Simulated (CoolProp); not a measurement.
A simple Rankine cycle with water: condensing at 298.15 K, boiler at 13.1 MPa, turbine inlet 606.8 K, turbine efficiency 0.6, pump efficiency 0.8, no recuperator. Each further row changes one setting.

Model: reference Helmholtz-energy equation of state, Wagner 2002, in CoolProp.

| case | thermal efficiency (%) | net work (kJ/kg) | heat in (kJ/kg) | turbine exit temperature (K) | volume ratio over the turbine |
|---|---|---|---|---|---|
| as stated | 24.1 | 618 | 2560 | 298.1 | 2660 |
| turbine inlet 626.8 K | 24.5 | 661 | 2700 | 298.1 | 2370 |
| condensing temperature 290.15 K | 24.8 | 643 | 2590 | 290.1 | 4210 |
| boiler pressure 9.17 MPa | … | … | 2770 | 298.1 | 1580 |
| turbine efficiency 0.5 | 20.0 | … | 2560 | 298.1 | 2800 |

Question: Complete the blanks.

Answer: 
- boiler pressure 9.17 MPa, thermal efficiency (%): 24.0
- boiler pressure 9.17 MPa, net work (kJ/kg): 665
- turbine efficiency 0.5, net work (kJ/kg): 512

The expansion ends wet for: as stated; turbine inlet 626.8 K; condensing temperature 290.15 K; boiler pressure 9.17 MPa; turbine efficiency 0.5.
